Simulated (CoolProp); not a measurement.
Properties of fluoroethane (R161) along the isobar 2.97 MPa.

The numbers come from the reference Helmholtz-energy equation of state, Wu 2012 in CoolProp.

```
T (K)   phase  cp (kJ/(kg K))  speed of sound (m/s)  expansivity (1/kK)  fugacity coefficient
-----  ------  --------------  --------------------  ------------------  --------------------
293.1  liquid           2.219                 745.3               2.701                0.2500
315.5  liquid           2.391                 582.9               3.658                0.4153
337.9  liquid           2.705                 405.8               5.892                0.6258
360.3     gas           2.398                 204.5               9.781                0.7656
382.7     gas           2.018                 226.4               6.127                0.8101
405.2     gas           1.902                 242.8               4.670                0.8433
427.6     gas           1.867                 256.3               3.869                0.8690
450       gas           1.868                 268.2               3.353                0.8894
```
